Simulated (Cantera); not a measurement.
Charge: 1 mol B2H6, 19 mol H2, 4.8 mol N2.

Cantera equilibrium calculation (NASA polynomials, part measured and part estimated; ideal gas, pure solids and liquids). Candidate condensed phases: B, BN; 15 gas species. The feed counts by its element totals alone. Mutual solubility and eutectic melting of coexisting phases are not modelled. Rates play no part.

Stable condensed phases, one row left out:

```
T in °C \ P in Pa
             10     37    140    520   1900   7200  27000 100000
   2100       A      A      B      B      B      B      C      C
   2075       A      B      B      B      B      C      C      C
   2050       A      B      B      B      B      C      C      C
   2025       A      B      B      B      B      C      C      C
   1975       B      B      B      B      D      C      C      C
   1950       B      B      B      B      C      C      C      C
   1925       B      B      B      B      C      C      C      C
   1900       B      B      B      B      C      C      C      C
   1875       B      B      B      B      C      C      C      C
   1850       B      B      B      C      C      C      C      C
```

A: gas only; B: B; C: BN; D: B + BN.

Give the row for 2000 °C.

10: gas only; 37: B; 140: B; 520: B; 1900: B; 7200: BN; 27000: BN; 100000: BN.
